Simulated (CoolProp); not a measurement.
Model: reference Helmholtz-energy equation of state, Lemmon 2006, in CoolProp. It is a short technical equation, of lower accuracy than the large ones.

Question: For acetone, give the phase and the speed of sound (m/s), Joule-Thomson coefficient (K/MPa) at 175.55 °C and 597 kPa.

Answer: 
- 175.55 °C and 597 kPa: gas; speed of sound 247, Joule-Thomson coefficient 19.4
